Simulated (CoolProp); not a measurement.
Saturation properties of ammonia (Tc = 405.6 K, pc = 11.36 MPa, ω = 0.256).

Model: reference Helmholtz-energy equation of state, Gao 2020, in CoolProp.

| T (K) | p (MPa) | liquid density (kg/m³) | vapour density (kg/m³) | enthalpy of vaporisation (kJ/kg) | surface tension (mN/m) | liquid conductivity (mW/(m K)) |
|---|---|---|---|---|---|---|
| 210.1 | 0.01781 | 717.0 | 0.1752 | 1452 | 40.9 | 768 |
| 219.4 | 0.03251 | 706.2 | 0.3076 | 1427 | 38.8 | 734 |
| 228.8 | 0.05645 | 695.0 | 0.5152 | 1402 | 36.7 | 702 |
| 238.1 | 0.09280 | … | 0.8198 | 1375 | 34.5 | … |
| 247.5 | 0.1469 | 672.1 | 1.260 | 1346 | 32.3 | 640 |
| 256.8 | 0.2229 | 660.3 | 1.862 | 1317 | 30.1 | 610 |
| 266.2 | 0.3285 | 648.0 | 2.683 | 1286 | 27.9 | 581 |
| 275.5 | … | 635.4 | 3.754 | 1253 | 25.7 | … |

Problem. Some entries are withheld; supply them.

Solution. 
- 238.1, liquid density (kg/m³): 683.8
- 238.1, liquid conductivity (mW/(m K)): 671
- 275.5, p (MPa): 0.4683
- 275.5, liquid conductivity (mW/(m K)): 552

It boils at 239.8 K under 1 atm.

Thermal conductivity comes from a separate model (Tufeu 1984). Surface tension comes from a separate correlation (Mulero 2012).
